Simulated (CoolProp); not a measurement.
Vapour-liquid equilibrium of acetone (1) + n-nonane (2) at 341 K; x and y are mole fractions of (1).

Computed with CoolProp (multi-fluid Helmholtz-energy mixture model, Lemmon 2006 and Lemmon 2006; pair parameters Bell 2016).

Task: Give the bubble pressure and the first vapour's composition at x = 0.25, 0.35, 0.85. Is there an azeotrope?

Result: x = 0.25: 89.64 kPa, y = 0.943; x = 0.35: 102.1 kPa, y = 0.952; x = 0.85: 132.9 kPa, y = 0.978. No azeotrope shows between x = 0.05 and 0.95.

The pair parameters rest on a limited set of measurements; away from them the model extrapolates. With so large a gap from Raoult's law the liquid may split in two, which this calculation doesn't test in full.
